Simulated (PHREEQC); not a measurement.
0.06 g of hydrous ferric oxide (600 m²/g; 0.2 weak and 0.005 strong sites per Fe, Dzombak-Morel constants, diffuse double layer) in 1 kg of water with 0.05 mol/kgw of an inert sodium salt and 9.2e-05 mol/kgw NiCl2 and 1e-06 mol/kgw CuCl2, at 25 °C; the pH is set by adding NaOH or the inert anion's acid. O2 is buffered at 0.21 atm. The system is closed to CO2. Precipitation was switched off in this run.

Equilibrium calculation in PHREEQC: ion-association model, wateq4f.dat.

```csv
pH,Ni sorbed (%),Cu sorbed (%),surface charge σ (C/m²),surface potential ψ (mV)
3,0.0,0.0,0.357,169
3.67,0.0,0.1,0.323,164
4.33,0.0,2.4,0.258,153
5,0.1,26.5,0.181,135
5.67,0.9,79.2,0.116,113
6.33,3.6,95.6,0.070,88
7,13.5,98.8,0.042,64
7.67,39.4,97.3,0.032,53
8.33,62.2,82.4,0.027,47
9,73.9,29.1,0.023,41
9.67,76.4,4.4,0.016,30
10.33,73.8,2.2,0.001,1
11,68.7,2.8,-0.023,-41
```

Along this series the solution becomes supersaturated in solids that the run did not let form, among them Ni(OH)2. Species that the database lacks are ignored. The database's constant for dissolved Cu(OH)2 is higher than later reviews accept. The oxide is taken as insoluble; below pH 4 it would dissolve.
